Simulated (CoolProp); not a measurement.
Ethane at 298.15 K and 6.36 MPa flows at 0.095 m/s in a round tube of 1 mm bore and 45 µm roughness, fully developed (64/Re and Nu = 3.66 if laminar; Colebrook and Gnielinski if turbulent). Each further row changes one setting.

Computed with CoolProp (reference Helmholtz-energy equation of state, Bücker 2006).

```tsv
case	Reynolds number	Darcy friction factor	pressure drop (Pa/m)	heat-transfer coefficient (W/(m² K))	mass flow (kg/h)
as stated	734	0.0872	…	290	…
velocity 0.19 m/s	1470	0.0436	281	290	0.192
diameter 2 mm	1470	0.0436	35.2	145	…
```

Question: Some entries are withheld; supply them.

Answer: 
- as stated, pressure drop (Pa/m): 141
- as stated, mass flow (kg/h): 0.0960
- diameter 2 mm, mass flow (kg/h): 0.384

Viscosity comes from a separate model (Friend 1991). Thermal conductivity comes from a separate model (Friend 1991).
